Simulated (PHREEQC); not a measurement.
A solution holds 0.029 mol/kgw HF, 0.00063 mol/kgw (CH3)4NF, 0.044 mol/kgw (NH4)2SiF6 and 0.0037 mol/kgw HCl, at 5 °C. Closed to the air; pH follows from the charge balance.

Model: ion-association model, wateq4f.dat, run in PHREEQC.

Each row changes one thing in this solution. No solid was allowed to form.

```csv
case,pH,ionic strength (mol/kgw),HF (mol/kgw),F- (mol/kgw),H2F2 (mol/kgw),HF2- (mol/kgw),SI of Quartz (SiO2)
as made,2.21,0.140,0.0204,0.00428,0.00222,0.000280,-4.75
HCl from 0.0037 to 0.037 mol/kgw,1.52,0.170,0.0228,(withheld),0.00281,7.51e-5,-3.72
HF left out,(withheld),0.136,0.00179,0.000877,1.72e-5,5.05e-6,+0.85
0.0064 mol/kgw NaF added,2.41,0.144,0.0221,0.00752,0.00263,0.000537,-5.39
```

Q: What belongs in the gaps?

A: 
- HCl from 0.0037 to 0.037 mol/kgw, F- (mol/kgw): 0.00102
- HF left out, pH: 2.58

Some of these states are supersaturated (in Quartz (slow to form), Chalcedony (slow to form), for instance). (CH3)4N+ isn't in the database: it is added as a free cation with an ion size of 4 Å. At this temperature some constants are extrapolated from 25 °C, and those without enthalpy data are left unchanged. SiF6-2 is the database's only silicon fluoride.
